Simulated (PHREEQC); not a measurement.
Solution (65 °C): 0.0019 mol HF, 0.00043 mol (NH4)2SiF6, 0.012 mol H3BO3 and 0.0012 mol H2SO4 per kg of water. Closed to the air; pH follows from the charge balance.

The numbers come from PHREEQC with the ion-association model, wateq4f.dat.

Problem. The ionic strength comes out as 0.00382 mol/kgw. What activity coefficients do SO4-2, HSO4-, BF4-, NH4+, SiF6-2 get?

Solution. SO4-2 0.75, HSO4- 0.93, BF4- 0.93, NH4+ 0.93, SiF6-2 0.75.

No solid was allowed to form. The solution is supersaturated, for example in Quartz (slow to form), so a real one may precipitate; this is no full list. Constants without temperature data keep their 25 °C values here. SiF6-2 is the database's only silicon fluoride. Real BF4- forms and hydrolyses slowly; the run takes it at equilibrium.
